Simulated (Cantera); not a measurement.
A freely propagating, adiabatic, planar premixed flame of CO : H2 : O2 : N2 : CO2 = 1 : 0.065 : 0.649 : 2.44 : 0.0091 (molar parts), equivalence ratio 0.82, unburnt at 473 K and 75.0 Torr; mixture-averaged transport, grid criteria slope 0.08 and curve 0.16, no radiation.

Model: GRI-Mech 3.0 (53 species, 325 reactions), integrated in Cantera. Burning velocities carry a grid error of a few per cent, more on coarse grids.

x: mole fraction of selected species; z is measured from the peak of heat release.

| z (mm) | T (K) | u (m/s) | x CO | x H2 | x O2 | x H2O2 | x NO | x H2O |
|---|---|---|---|---|---|---|---|---|
| -48.8 | 473 | 0.856 | 0.240 | 0.0156 | 0.156 | <1e-8 | <1e-8 | <1e-8 |
| -32.6 | 473 | 0.856 | 0.240 | 0.0156 | 0.156 | <1e-8 | <1e-8 | <1e-8 |
| -24.4 | 473 | 0.856 | 0.240 | 0.0156 | 0.156 | <1e-8 | <1e-8 | <1e-8 |
| -16.3 | 473 | 0.856 | 0.240 | 0.0156 | 0.156 | <1e-8 | <1e-8 | 2.15e-8 |
| -8.14 | 474 | 0.857 | 0.240 | 0.0153 | 0.156 | 8.92e-7 | <1e-8 | 1.15e-5 |
| -4.07 | 570 | 1.03 | 0.235 | 0.0136 | 0.153 | 8.13e-6 | <1e-8 | 0.00120 |
| 0 | 982 | 1.74 | 0.194 | 0.00506 | 0.128 | 1.10e-7 | 6.82e-7 | 0.00808 |
| 4.07 | 1281 | 2.23 | 0.130 | 0.000959 | 0.0857 | 5.34e-8 | 5.87e-6 | 0.00788 |
| 8.14 | 1431 | 2.45 | 0.0993 | 0.000984 | 0.0693 | 4.40e-8 | 1.40e-5 | 0.00535 |
| 16.3 | 1573 | 2.66 | 0.0885 | 0.00118 | 0.0653 | 3.85e-8 | 2.70e-5 | 0.00665 |
| 32.6 | 1716 | 2.88 | 0.0824 | 0.00123 | 0.0641 | 2.50e-8 | 4.31e-5 | 0.00932 |
| 65.1 | 1854 | 3.08 | 0.0737 | 0.00109 | 0.0616 | 1.39e-8 | 6.91e-5 | 0.0114 |
| 130 | 1981 | 3.26 | ___ | ___ | 0.0579 | <1e-8 | ___ | ___ |

Task: What belongs in the gaps?

Result: 
- 130, x CO: 0.0630
- 130, x H2: 0.000886
- 130, x NO: 0.000142
- 130, x H2O: 0.0130
